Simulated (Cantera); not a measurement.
What does this Cantera script print?

```python
import numpy as np
import cantera as ct

gas_names = """
    C CH CH2 CH3 CH2OH CH3O CH4 CH3OH CN CO CO2 COOH C2 C2H CHCO,ketyl C2H2,acetylene C2H2,vinylidene
    CH2CO,ketene C2H3,vinyl CH3CN CH3CO,acetyl C2H4 C2H4O,ethylen CH3CHO,ethanal CH3COOH (HCOOH)2 C2H5
    C2H6 CH3OCH3 C2H5OH CCN CNC C2N2 C2O C3 C3H3,propargyl C3H4,allene C3H4,propyne C3H4,cyclo-
    C3H5,allyl C3H6,propylene C3H6,cyclo- C3H6O C3H7,n-propyl C3H7,i-propyl C3H8 C3H8O,1propanol
    C3H8O,2propanol C3O2 C4 C4H2 C4H4,1,3-cyclo- C4H6,butadiene C4H6,2-butyne C4H6,cyclo- C4H8,1-butene
    C4H8,cis2-buten C4H8,tr2-butene C4H8,isobutene C4H8,cyclo- (CH3COOH)2 C4H9,n-butyl C4H9,i-butyl
    C4H9,s-butyl C4H9,t-butyl C4H10,isobutane C4H10,n-butane C4N2 C5 C5H6,1,3cyclo- C5H8,cyclo-
    C5H10,1-pentene C5H10,cyclo- C5H11,pentyl C5H11,t-pentyl C5H12,n-pentane C5H12,i-pentane
    CH3C(CH3)2CH3 C6H2 C6H5,phenyl C6H5O,phenoxy C6H6 C6H5OH,phenol C6H10,cyclo- C6H12,1-hexene
    C6H12,cyclo- C6H13,n-hexyl C7H7,benzyl C7H8 C7H8O,cresol C7H14,1-heptene C7H15,n-heptyl
    C7H16,n-heptane C8H8,styrene C8H10,ethylbenz C8H16,1-octene C8H17,n-octyl C8H18,isooctane
    C8H18,n-octane C9H19,n-nonyl C10H8,naphthale C10H21,n-decyl C12H9,o-bipheny C12H10,bipheny Fe FeC5O5
    FeO Fe(OH)2 H HCN HCO HCCN HNC HNCO HNO HNO2 HNO3 HO2 H2 HCHO,formaldehy HCOOH H2O H2O2 N NCO NH NH2
    NH3 NH2OH NO NO2 NO3 N2 N2H2 N2H4 N2O O OH O2 O3
""".split()
cond_names = """
    C(gr) C6H6(L) C7H8(L) C8H18(L),n-octa Fe(a) Fe(c) Fe(d) Fe(L) FeC5O5(L) FeO(s) FeO(L) Fe(OH)2(s)
    Fe(OH)3(s) Fe2O3(s) Fe3O4(s) H2O(s) H2O(L)
""".split()


def load(file, names, dense=False):
    # The tables refer to 1 bar. Condensed volumes are neglected.
    table = {s.name: s for s in ct.Species.list_from_file(file)}
    out = []
    for n in names:
        d = dict(table[n].input_data)
        d["thermo"] = dict(d["thermo"], **{"reference-pressure": 1e5})
        if dense:
            d["equation-of-state"] = {"model": "constant-volume", "density": "1e6 g/cm^3"}
        out.append(ct.Species.from_dict(d))
    return out


gas = ct.Solution(thermo="ideal-gas", species=load("nasa_gas.yaml", gas_names))
cond = {s.name: ct.Solution(thermo="fixed-stoichiometry", species=[s], name=s.name)
        for s in load("nasa_condensed.yaml", cond_names, dense=True)}
atoms = {
    'Fe2O3': {'Fe': 2, 'O': 3},
    'CH4': {'C': 1, 'H': 4},
    'N2': {'N': 2},
    'CO': {'C': 1, 'O': 1},
}
top_T = {'C(gr)': 4500, 'Fe2O3(s)': 1830, 'Fe3O4(s)': 1870}  # K; cautious upper limits of use, not melting points


def equilibrate(T, P, feed):
    n = {}
    for name, mol in feed.items():
        for a, k in atoms[name].items():
            n[a] = n.get(a, 0.0) + k * mol
    gas.TPX = T, P, n
    mass = sum(n.values()) * gas.mean_molecular_weight
    gas.equilibrate("TP")
    valid = [c for c in cond.values() if c.min_temp <= T <= top_T.get(c.name, c.max_temp)]
    mix = ct.Mixture([(gas, mass / gas.mean_molecular_weight)] + [(c, 0.0) for c in valid])
    mix.T, mix.P = T, P
    mix.equilibrate("TP", solver="vcs", rtol=1e-11, max_steps=5000)
    return mix


results = []
feed = {'Fe2O3': 1, 'CH4': 0.37, 'N2': 0.84, 'CO': 1}  # mol
T = 1125  # K
P = 140  # Pa
mix = equilibrate(T, P, feed)
results.append((T, P, feed, dict(zip(mix.species_names, mix.species_moles))))
print(gas.report(threshold=0.001))
for i in range(1, mix.n_phases):
    print(f"{mix.phase(i).name:16s} {mix.phase_moles(i):12.5e} mol")
```

Output:

```
       temperature   1125 K
          pressure   140 Pa
           density   0.00037279 kg/m^3
  mean mol. weight   24.907 kg/kmol
   phase of matter   gas

                          1 kg             1 kmol
                     ---------------   ---------------
          enthalpy       -3.2369e+06       -8.0622e+07  J
   internal energy       -3.6124e+06       -8.9976e+07  J
           entropy             11919        2.9686e+05  J/K
    Gibbs function       -1.6645e+07       -4.1459e+08  J
 heat capacity c_p            1476.2             36769  J/K
 heat capacity c_v            1142.4             28455  J/K

                      mass frac. Y      mole frac. X     chem. pot. / RT
                     ---------------   ---------------   ---------------
                CO              0.37           0.32901           -45.417
               CO2           0.23923            0.1354           -79.501
                H2          0.013977           0.17268           -26.134
               H2O          0.056534          0.078164           -60.219
                N2           0.32026           0.28475           -33.002
     [ +135 minor]        7.0035e-08        5.2128e-07

C(gr)             0.00000e+00 mol
Fe(a)             0.00000e+00 mol
FeC5O5(L)         0.00000e+00 mol
FeO(s)            2.00000e+00 mol
Fe(OH)2(s)        0.00000e+00 mol
Fe(OH)3(s)        0.00000e+00 mol
Fe2O3(s)          0.00000e+00 mol
Fe3O4(s)          0.00000e+00 mol
```

These are equilibrium values from Cantera (NASA tables, ideal gas, pure condensed phases), not measurements of a reactor. The tables' stoichiometric FeO is somewhat more stable than real wüstite, so its field is too wide. FeO: taken at fixed stoichiometry.
